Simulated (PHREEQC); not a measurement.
Model water analysis in mg/kgw, 25 °C, pH 3.98, pe 8.4:

```json
[
 {"constituent": "Na", "mg/kgw": "120"},
 {"constituent": "K", "mg/kgw": "0.00918"},
 {"constituent": "Ca", "mg/kgw": "34.4"},
 {"constituent": "Mg", "mg/kgw": "13.3"},
 {"constituent": "Cl", "mg/kgw": "85.3"},
 {"constituent": "S(6) as SO4", "mg/kgw": "330"},
 {"constituent": "B", "mg/kgw": "0.432"},
 {"constituent": "Li", "mg/kgw": "0.0891"},
 {"constituent": "F", "mg/kgw": "0.0165"},
 {"constituent": "Zn", "mg/kgw": "0.071"},
 {"constituent": "Cu(2)", "mg/kgw": "0.904"},
 {"constituent": "Al", "mg/kgw": "16.6"}
]
```

Na is adjusted to close the charge balance.
Valence states are taken as typed.

All values are PHREEQC results (ion-association model, wateq4f.dat), not measurements.

This is a speciation only: nothing precipitates in the calculation.

### Question
Predict the ionic strength.

### Answer
ionic strength 0.0121 mol/kgw.

### Question
In which forms is Cu present?

### Answer
Cu+2 81 %, CuSO4 18 % of the Cu.

Species that the database lacks are ignored. Real BF4- forms and hydrolyses slowly; the run takes it at equilibrium. Fluoro complexes past AlF4- and FeF3 are missing from the database.
